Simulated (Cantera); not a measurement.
Cantera run:

```python
import numpy as np
import cantera as ct

gas_names = """
    CL CL2 H HCL H2 Si SiCL SiCL2 SiCL3 SiCL4 SiH SiHCL3 SiH2 SiH2CL2 SiH3 SiH3CL SiH4 Si2 Si3
""".split()
cond_names = """
    Si(cr) Si(L)
""".split()


# ... load() reads the species with a 1 bar reference pressure and builds the phases ...
atoms = {
    'Si': {'Si': 1},
    'Cl2': {'CL': 2},
    'H2': {'H': 2},
}
top_T = {}  # K; cautious upper limits of use, not melting points


# ... equilibrate(T, P, feed) seeds the gas with the atoms and calls Mixture.equilibrate('TP', solver="vcs", rtol=1e-11, max_steps=5000) ...
results = []
feed = {'Si': 1, 'Cl2': 1.7, 'H2': 88}  # mol
T = 1698  # K
P = 210  # Pa
mix = equilibrate(T, P, feed)
results.append((T, P, feed, dict(zip(mix.species_names, mix.species_moles))))
x = sorted(zip(gas.X, gas.species_names), reverse=True)
print(f"T = {T:g} K  P = {P:g} Pa  gas = {mix.phase_moles(0):.4g} mol")
print("   x: " + "  ".join(f"{s} {v:.3e}" for v, s in x if v > 0.0001))
print("   condensed (mol): " + ("  ".join(f"{mix.phase(i).name} {mix.phase_moles(i):.4g}"
      for i in range(1, mix.n_phases) if mix.phase_moles(i) > 1e-12) or "none"))
```

Output:

```
T = 1698 K  P = 210 Pa  gas = 89.87 mol
   x: H2 9.622e-01  HCL 3.065e-02  SiCL2 3.508e-03  H 3.095e-03  Si 3.127e-04
   condensed (mol): Si(L) 0.6461
```

Method: chemical equilibrium by Gibbs-energy minimisation in Cantera with the NASA 1993 tables (ideal gas, pure condensed phases). The tables' values for SiCl are old estimates; treat these amounts as uncertain. Gases not in the tables: Si2H6 and higher silanes.
